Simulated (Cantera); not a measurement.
# Stirred combustor or abatement burner

A perfectly stirred reactor is fed with CH4 : O2 : N2 : H2O = 1 : 2.3 : 8.64 : 0.25 (molar parts), equivalence ratio 0.87, at 5.00 bar; it is adiabatic with a 350 K inlet, and is followed from long to short residence time, starting on the burning branch (τ in s: 0.36, 0.14, 0.056, 0.022, 0.0089, 0.0035, 0.0014, 0.00056, 0.00022, 8.8e-05, 3.5e-05, 1.4e-05, 5.5e-06).

Cantera simulation using GRI-Mech 3.0 (53 species, 325 reactions); the numbers are that mechanism's predictions, not measurements.

| τ (s) | T (K) | x CH4 | x O2 | x H2O | x C2H2 | x C2H4 |
|---|---|---|---|---|---|---|
| 0.36 | 2107 | 5.43e-7 | 0.0239 | 0.183 | 1.85e-11 | 8.19e-12 |
| 0.14 | 2108 | 1.35e-6 | 0.0242 | 0.183 | 1.12e-10 | 5.07e-11 |
| 0.056 | 2107 | 3.21e-6 | 0.0245 | 0.183 | 6.02e-10 | 2.82e-10 |
| 0.022 | 2105 | 7.41e-6 | 0.0247 | 0.183 | 2.89e-9 | 1.44e-9 |
| 0.0089 | 2099 | 1.56e-5 | 0.0250 | 0.182 | 1.05e-8 | 5.88e-9 |
| 0.0035 | 2088 | 3.13e-5 | 0.0256 | 0.182 | 3.11e-8 | 2.04e-8 |
| 0.0014 | 2068 | 6.02e-5 | 0.0265 | 0.180 | 7.49e-8 | 5.91e-8 |
| 0.00056 | 2038 | 0.000116 | 0.0281 | 0.179 | 1.65e-7 | 1.59e-7 |
| 0.00022 | 1991 | 0.000239 | 0.0308 | 0.176 | 3.79e-7 | 4.47e-7 |
| 8.8e-5 | 1920 | 0.000557 | 0.0354 | 0.172 | 1.06e-6 | 1.57e-6 |
| 3.5e-5 | 350 | 0.0820 | 0.189 | 0.0205 | <1e-12 | <1e-12 |
| 1.4e-5 | 350 | 0.0820 | 0.189 | 0.0205 | <1e-12 | <1e-12 |
| 5.5e-6 | 350 | 0.0820 | 0.189 | 0.0205 | <1e-12 | <1e-12 |
x: mole fraction; the columns are a selection and need not sum to one.
